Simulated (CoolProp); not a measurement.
Propylene along the isotherm 101.05 °C: Z from the reference equation and from simpler models built on Tc = 91.1 °C, pc = 4.555 MPa, ω = 0.146; each cubic takes its own stable root.

Computed with CoolProp (reference Helmholtz-energy equation of state, Lemmon 2013).

| p (MPa) | phase | reference |
|---|---|---|
| 3.25 | gas | 0.7272 |
| 6.51 | supercritical | 0.2645 |
| 9.76 | supercritical | 0.3374 |
| 13 | supercritical | 0.4208 |
| 16.3 | supercritical | 0.5052 |
| 19.5 | supercritical | 0.5857 |
| 22.8 | supercritical | 0.6673 |
| 26 | supercritical | 0.7451 |
| 29.3 | supercritical | 0.8242 |
| 32.5 | supercritical | 0.8997 |
| 35.8 | supercritical | 0.9767 |
| 39 | supercritical | 1.050 |
| 42.3 | supercritical | 1.126 |
| 45.5 | supercritical | 1.198 |

Q: How far does each simpler model (van der Waals, Redlich-Kwong, Soave-Redlich-Kwong, Peng-Robinson) lie from the reference over these 14 states: mean and median of the absolute difference, and the worst?

A: 
- van der Waals: mean 32.0 %, median 34.1 %, worst +35.2 % at 101.05 °C and 9.76 MPa
- Redlich-Kwong: mean 6.4 %, median 5.0 %, worst +17.1 % at 101.05 °C and 6.51 MPa
- Soave-Redlich-Kwong: mean 6.9 %, median 5.3 %, worst +19.5 % at 101.05 °C and 6.51 MPa
- Peng-Robinson: mean 4.9 %, median 5.3 %, worst +9.1 % at 101.05 °C and 6.51 MPa
